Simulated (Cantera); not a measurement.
SiCl4 + H2 (silicon epitaxy and polysilicon growth)

Charge: 1 mol SiCl4, a varied amount of H2, equilibrated at 1750 K and 101000 Pa.

Cantera equilibrium calculation (NASA polynomials, part measured and part estimated; ideal gas, pure solids and liquids). Candidate condensed phases: Si; 19 gas species. The tables' values for SiCl3, SiCl are old estimates; treat these amounts as uncertain. Gases not in the tables: Si2H6 and higher silanes. The numbers say what is thermodynamically allowed, not how fast it happens.

From 7.8 mol H2 to 14 mol H2 nothing is condensed. From 24 mol H2 to 720 mol H2 the condensed part is Si(l). The main Si-bearing gas is SiCl2 throughout.

```
n(H2) (mol)  log p H2  log p HCl  log p SiCl2  log p SiCl3  n Si(l)
-----------  --------  ---------  -----------  -----------  -------
7.8             -0.14      -0.72        -1.06        -1.92        0
14              -0.08      -0.92        -1.25        -2.32        0
24              -0.05      -1.05        -1.53        -2.75    0.174
43              -0.03      -1.21        -1.88        -3.27    0.374
75              -0.01      -1.39        -2.25        -3.83    0.549
130             -0.01      -1.59        -2.64        -4.42    0.691
230              0.00      -1.80        -3.08        -5.08    0.799
410              0.00      -2.03        -3.55        -5.78    0.871
720              0.00      -2.27        -4.01        -6.48    0.910
```
log p: log10 of the partial pressure in bar; n: condensed amount in mol.
